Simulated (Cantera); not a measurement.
Charge: 1 mol SiC, 0.037 mol H₂, at 0.0133 bar.

These are equilibrium values from Cantera (NASA tables, ideal gas, pure condensed phases), not measurements of a reactor. Candidate condensed phases: C, C₆H₆, C₇H₈, C₈H₁₈, Si, SiC; 87 gas species. Rates play no part. All values below are at 1425 K.

Base state: H₂ 1.000, H 5.91e-5 (mole fractions); condensed: SiC(s).

**Question.** What changes in the equilibrium state with this change: SiC replaced by AlN?

**Answer.** 
```tsv
species	before	after
H₂	1.000	1.000
H	5.91e-5	5.91e-5
SiC(s), mol	1.00	0
AlN(s), mol	0	1.00
```
Further candidate phases: Al, AlN.
